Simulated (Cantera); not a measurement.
Cantera run:

```python
import numpy as np
import cantera as ct

gas_names = """
    C CN CO CO2 C2 CCN CNC C2N2 C2O C3 C3O2 C4 C4N2 C5 N NCO NO NO2 NO3 N2 N2O O O2 O3 Si SiC SiC2 SiN
    SiO SiO2 Si2 Si2C Si2N Si3
""".split()
cond_names = """
    C(gr) Si(cr) Si(L) SiC(b) SiO2(Lqz) SiO2(hqz) SiO2(L) Si2N2O(s) Si3N4(a)
""".split()


# ... load() reads the species with a 1 bar reference pressure and builds the phases ...
atoms = {
    'Si': {'Si': 1},
    'CO': {'C': 1, 'O': 1},
    'N2': {'N': 2},
}
top_T = {'C(gr)': 4500, 'SiC(b)': 3050, 'Si2N2O(s)': 2100, 'Si3N4(a)': 2400}  # K; cautious upper limits of use, not melting points


# ... equilibrate(T, P, feed) seeds the gas with the atoms and calls Mixture.equilibrate('TP', solver="vcs", rtol=1e-11, max_steps=5000) ...
results = []
T = 1373.15  # K
P = 101325  # Pa
for m in [2.1, 2.8, 3.6, 4.7, 6.2, 8, 11, 14]:
    feed = {'Si': 1, 'CO': m, 'N2': 59}  # mol
    mix = equilibrate(T, P, feed)
    results.append((T, P, feed, dict(zip(mix.species_names, mix.species_moles))))

top = {s: max(r[3][s] / sum(r[3][g] for g in gas_names) for r in results) for s in gas_names}
cols = sorted((s for s in top if top[s] > 1e-06), key=lambda s: -top[s])[:7]
seen = [c for c in cond_names if any(r[3].get(c, 0) > 1e-12 for r in results)]
print("log10 of partial pressures in bar; condensed amounts in mol")
print(f"{'n(CO)':>10s}" + "".join(f"{s[:9]:>10s}" for s in cols + seen))
for T, P, feed, n in results:
    ng = sum(n[g] for g in gas_names)
    print(f"{feed['CO']:10.4g}" + "".join(f"{np.log10(max(n[s] / ng * P / 1e5, 1e-99)):10.3f}" for s in cols)
          + "".join(f"{n.get(c, 0):10.4g}" for c in seen))
```

Result:

```
log10 of partial pressures in bar; condensed amounts in mol
     n(CO)        N2        CO       CO2     C(gr) SiO2(hqz) Si2N2O(s)
       2.1    -0.006    -1.569    -5.782    0.5001         0       0.5
       2.8    -0.011    -1.417    -5.477    0.5002         0       0.5
       3.6    -0.017    -1.293    -5.229    0.5004         0       0.5
       4.7    -0.024    -1.168    -4.981    0.5006         0       0.5
       6.2    -0.035    -1.046    -4.736    0.5012         0       0.5
         8    -0.047    -0.939    -4.522     0.502         0       0.5
        11    -0.056    -0.873    -4.390     2.003         1         0
        14    -0.075    -0.767    -4.177     2.005         1         0
```

Method: chemical equilibrium by Gibbs-energy minimisation in Cantera with the NASA 1993 tables (ideal gas, pure condensed phases). N2 is the only nitrogen source here; it is nearly inert below about 1500 K, so the nitride shown seldom forms there in practice. The tables hold silica as quartz up to 1696 K and as liquid above; real silica turns to tridymite and cristobalite and melts near 1996 K.
